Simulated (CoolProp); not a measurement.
Computed with CoolProp (reference Helmholtz-energy equation of state, Lemmon 2006). It is a short technical equation, of lower accuracy than the large ones.

Q: Give the vapour pressure (MPa), liquid density (kg/m³), vapour density (kg/m³), enthalpy of vaporisation (kJ/kg) of saturated nitrous oxide at 229.8, 234.3, 274.7 K.

A: 
```json
[
 {"T (K)": "229.8", "p (MPa)": "0.832", "liquid density (kg/m³)": "1090", "vapour density (kg/m³)": "21.7", "enthalpy of vaporisation (kJ/kg)": "316"},
 {"T (K)": "234.3", "p (MPa)": "0.978", "liquid density (kg/m³)": "1070", "vapour density (kg/m³)": "25.3", "enthalpy of vaporisation (kJ/kg)": "309"},
 {"T (K)": "274.7", "p (MPa)": "3.25", "liquid density (kg/m³)": "899", "vapour density (kg/m³)": "89.2", "enthalpy of vaporisation (kJ/kg)": "229"}
]
```
